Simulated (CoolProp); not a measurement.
CHF3 (R23) at several states: density (kg/m³) from the reference equation and from simpler models built on Tc = 299.3 K, pc = 4832 kPa, ω = 0.263; each cubic takes its own stable root.

Model: reference Helmholtz-energy equation of state, Penoncello 2003, in CoolProp.

```tsv
T (K)	p (kPa)	phase	reference
422.6	17.8	gas	0.3548
390.3	1210	gas	27.06
244.6	2920	liquid	1225
```

Q: How far does each simpler model (van der Waals, Redlich-Kwong) lie from the reference over these 3 states: mean and median of the absolute difference, and the worst?

A: 
- van der Waals: mean 14.5 %, median 0.4 %, worst -43.0 % at 244.6 K and 2920 kPa
- Redlich-Kwong: mean 6.7 %, median 0.4 %, worst -19.8 % at 244.6 K and 2920 kPa
